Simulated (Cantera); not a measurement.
What does this Cantera script print?

```python
import numpy as np
import cantera as ct

gas_names = """
    H HNO HNO2 HNO3 HO2 H2 H2O H2O2 N NH NH2 NH3 NH2OH NO NO2 NO3 N2 N2H2 N2H4 N2O O OH O2 O3 Si SiH
    SiH2 SiH3 SiH4 SiN SiO SiO2 Si2 Si2N Si3
""".split()
cond_names = """
    H2O(s) H2O(L) Si(cr) Si(L) SiO2(Lqz) SiO2(hqz) SiO2(L) Si2N2O(s) Si3N4(a)
""".split()


# ... load() reads the species with a 1 bar reference pressure and builds the phases ...
atoms = {
    'Si3N4': {'Si': 3, 'N': 4},
    'H2O': {'H': 2, 'O': 1},
    'N2': {'N': 2},
}
top_T = {'Si2N2O(s)': 2100, 'Si3N4(a)': 2400}  # K; cautious upper limits of use, not melting points


# ... equilibrate(T, P, feed) seeds the gas with the atoms and calls Mixture.equilibrate('TP', solver="vcs", rtol=1e-11, max_steps=5000) ...
results = []
feed = {'Si3N4': 1, 'H2O': 0.46, 'N2': 8.2}  # mol
T = 1423  # K
P = 55  # Pa
mix = equilibrate(T, P, feed)
results.append((T, P, feed, dict(zip(mix.species_names, mix.species_moles))))
print(gas.report(threshold=0.001))
for i in range(1, mix.n_phases):
    print(f"{mix.phase(i).name:16s} {mix.phase_moles(i):12.5e} mol")
```

Output:

```
       temperature   1423 K
          pressure   55 Pa
           density   0.00012392 kg/m^3
  mean mol. weight   26.657 kg/kmol
   phase of matter   gas

                          1 kg             1 kmol
                     ---------------   ---------------
          enthalpy         1.336e+06        3.5613e+07  J
   internal energy        8.9212e+05        2.3781e+07  J
           entropy             11286        3.0087e+05  J/K
    Gibbs function       -1.4725e+07       -3.9252e+08  J
 heat capacity c_p            1289.7             34379  J/K
 heat capacity c_v            977.78             26065  J/K

                      mass frac. Y      mole frac. X     chem. pot. / RT
                     ---------------   ---------------   ---------------
                H2         0.0039444          0.052156            -28.91
                N2           0.99596           0.94772           -33.411
     [  +33 minor]        9.7927e-05        0.00012249

Si(cr)            0.00000e+00 mol
SiO2(hqz)         0.00000e+00 mol
Si2N2O(s)         4.59492e-01 mol
Si3N4(a)          6.93502e-01 mol
```

These are equilibrium values from Cantera (NASA tables, ideal gas, pure condensed phases), not measurements of a reactor. Mutual solubility and eutectic melting of coexisting phases are not modelled.
